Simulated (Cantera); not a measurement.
Feed: 1 mol Fe2O3, 4.6 mol CH4, 0.33 mol N2, at 3830 Torr.

Cantera equilibrium calculation (NASA polynomials, part measured and part estimated; ideal gas, pure solids and liquids). Candidate condensed phases: C, C6H6, C7H8, C8H18, Fe, Fe(CO)5, FeO, Fe(OH)2, Fe(OH)3, Fe2O3, Fe3O4, H2O; 140 gas species. Iron dissolves carbon and melts from about 1420 K in contact with it, which pure phases cannot show. Condensed phases not in the tables: cementite and carbon dissolved in iron. Kinetics and transport are ignored.

**Question.** At 2298 K, list the 7 most abundant gas species with their mole fractions, and the condensed phases.

**Answer.** H2 0.723, CO 0.239, N2 0.0234, HCN 0.00531, H 0.00361, C2H2 (acetylene) 0.00309, Fe 0.00128. Condensed: C(graphite) + Fe(l).
